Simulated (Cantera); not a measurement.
SiH₄ + HCl + N₂ (silicon epitaxy and polysilicon growth)

A closed system holds: 1 mol SiH₄, a varied amount of HCl, 19 mol N₂, at 602 °C and 30.0 Torr.

Equilibrium computed with Cantera from the NASA thermochemical tables; the gas is ideal and each condensed phase is pure. Candidate condensed phases: NH₄Cl, Si, Si₃N₄; 28 gas species. N₂ is the only nitrogen source here; it is nearly inert below about 1500 K, so the nitride shown seldom forms there in practice. Rates play no part.

```json
[
 {"n(HCl) (mol)": "0.099", "x N₂": "0.897", "x HCl": "0.00485", "x H₂": "0.0979", "x SiCl₄": "1.14e-8", "x SiHCl₃": "5.04e-10", "n Si₃N₄(s)": "0.333"},
 {"n(HCl) (mol)": "0.14", "x N₂": "0.895", "x HCl": "0.00684", "x H₂": "0.0977", "x SiCl₄": "4.54e-8", "x SiHCl₃": "1.42e-9", "n Si₃N₄(s)": "0.333"},
 {"n(HCl) (mol)": "0.19", "x N₂": "0.893", "x HCl": "0.00926", "x H₂": "0.0974", "x SiCl₄": "1.54e-7", "x SiHCl₃": "3.54e-9", "n Si₃N₄(s)": "0.333"},
 {"n(HCl) (mol)": "0.27", "x N₂": "0.890", "x HCl": "0.0131", "x H₂": "0.0971", "x SiCl₄": "6.23e-7", "x SiHCl₃": "1.01e-8", "n Si₃N₄(s)": "0.333"},
 {"n(HCl) (mol)": "0.38", "x N₂": "0.885", "x HCl": "0.0183", "x H₂": "0.0966", "x SiCl₄": "2.42e-6", "x SiHCl₃": "2.79e-8", "n Si₃N₄(s)": "0.333"},
 {"n(HCl) (mol)": "0.53", "x N₂": "0.879", "x HCl": "0.0254", "x H₂": "0.0959", "x SiCl₄": "9.04e-6", "x SiHCl₃": "7.48e-8", "n Si₃N₄(s)": "0.333"},
 {"n(HCl) (mol)": "0.74", "x N₂": "0.870", "x HCl": "0.0350", "x H₂": "0.0950", "x SiCl₄": "3.36e-5", "x SiHCl₃": "1.99e-7", "n Si₃N₄(s)": "0.333"},
 {"n(HCl) (mol)": "1", "x N₂": "0.859", "x HCl": "0.0464", "x H₂": "0.0940", "x SiCl₄": "0.000107", "x SiHCl₃": "4.75e-7", "n Si₃N₄(s)": "0.333"},
 {"n(HCl) (mol)": "1.5", "x N₂": "0.840", "x HCl": "0.0668", "x H₂": "0.0926", "x SiCl₄": "0.000480", "x SiHCl₃": "1.46e-6", "n Si₃N₄(s)": "0.330"},
 {"n(HCl) (mol)": "2", "x N₂": "0.822", "x HCl": "0.0845", "x H₂": "0.0921", "x SiCl₄": "0.00126", "x SiHCl₃": "3.01e-6", "n Si₃N₄(s)": "0.324"},
 {"n(HCl) (mol)": "2.9", "x N₂": "0.792", "x HCl": "0.110", "x H₂": "0.0935", "x SiCl₄": "0.00365", "x SiHCl₃": "6.77e-6", "n Si₃N₄(s)": "0.305"},
 {"n(HCl) (mol)": "4", "x N₂": "0.760", "x HCl": "0.134", "x H₂": "0.0976", "x SiCl₄": "0.00758", "x SiHCl₃": "1.20e-5", "n Si₃N₄(s)": "0.272"}
]
```
x: gas mole fraction; n: condensed amount in mol.

From 0.099 mol HCl to 4 mol HCl the condensed part is Si₃N₄(s). The main Si-bearing gas is SiCl₄ throughout.
